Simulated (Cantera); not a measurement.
**CO₂ + H₂O + N₂ + H₂ (abatement and gas-phase synthesis)**

Charge: 1 mol CO₂, 4.4 mol H₂O, 1.6 mol N₂, 0.48 mol H₂, held at 4.00 bar.

Cantera equilibrium calculation (NASA polynomials, part measured and part estimated; ideal gas, pure solids and liquids). Candidate condensed phases: C, C₆H₆, C₇H₈, C₈H₁₈, H₂O; 136 gas species. The numbers say what is thermodynamically allowed, not how fast it happens.

```
T (K)  log p H₂O  log p N₂  log p H₂  log p CO₂  log p OH  log p CO  log p H  log p O₂  log p O  log p NO
-----  ---------  --------  --------  ---------  --------  --------  -------  --------  -------  --------
2275        0.39     -0.07     -0.86      -0.39     -2.06     -0.90    -2.50     -2.98    -3.86     -2.96
2375        0.39     -0.07     -0.86      -0.40     -1.78     -0.88    -2.28     -2.51    -3.37     -2.64
2475        0.39     -0.07     -0.84      -0.41     -1.54     -0.85    -2.07     -2.11    -2.95     -2.36
2575        0.38     -0.08     -0.80      -0.43     -1.33     -0.81    -1.86     -1.78    -2.57     -2.12
2675        0.37     -0.08     -0.75      -0.46     -1.15     -0.75    -1.66     -1.53    -2.25     -1.93
2775        0.35     -0.09     -0.69      -0.50     -0.99     -0.70    -1.47     -1.33    -1.97     -1.77
2875        0.33     -0.10     -0.62      -0.55     -0.86     -0.65    -1.29     -1.17    -1.73     -1.63
2975        0.31     -0.11     -0.55      -0.61     -0.74     -0.60    -1.11     -1.05    -1.51     -1.52
3075        0.28     -0.12     -0.49      -0.67     -0.64     -0.56    -0.95     -0.96    -1.31     -1.43
3175        0.24     -0.13     -0.43      -0.75     -0.55     -0.53    -0.80     -0.88    -1.14     -1.35
3275        0.19     -0.15     -0.38      -0.83     -0.48     -0.50    -0.65     -0.82    -0.98     -1.28
```
log p: log10 of the partial pressure in bar; nothing condenses.

From 2275 K to 3275 K nothing is condensed. The main C-bearing gas is CO₂ at 2275 K and CO at 3275 K.
